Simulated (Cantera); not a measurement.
An adiabatic, constant-volume homogeneous reactor starts with H₂ : O₂ : N₂ = 1 : 0.794 : 2.54 (molar parts), equivalence ratio 0.63, at 973 K and 23.7 atm.

Model: GRI-Mech 3.0 (53 species, 325 reactions), integrated in Cantera. The hydrogen kinetics of GRI-Mech 3.0 are dated; newer H2 mechanisms differ, most at raised pressure. The pressure lies above the range GRI-Mech 3.0 was tuned for (to about 10 atm).

Problem. Predict: time of steepest temperature rise; temperature at 7.00 s; equilibrium temperature; x(H₂) at 7.00 s; x(O₂) at 7.00 s; x(H₂O) at 7.00 s; x(H) at 7.00 s; x(NO) at 7.00 s; x(N₂O) at 7.00 s; x(H₂O₂) at 7.00 s.

Solution. 
```
Item                                                                   Value
---------------------------------  -----------------------------------------
time of steepest temperature rise                                    11.2 ms
temperature at 7.00 s                                                 2833 K
equilibrium temperature                                               2833 K
x(H₂) at 7.00 s                      0.00311 (gas-phase equilibrium 0.00311)
x(O₂) at 7.00 s                        0.0634 (gas-phase equilibrium 0.0634)
x(H₂O) at 7.00 s                         0.248 (gas-phase equilibrium 0.248)
x(H) at 7.00 s                     0.000654 (gas-phase equilibrium 0.000654)
x(NO) at 7.00 s                        0.0193 (gas-phase equilibrium 0.0193)
x(N₂O) at 7.00 s                     7.74e-6 (gas-phase equilibrium 7.74e-6)
x(H₂O₂) at 7.00 s                    6.54e-6 (gas-phase equilibrium 6.54e-6)
```
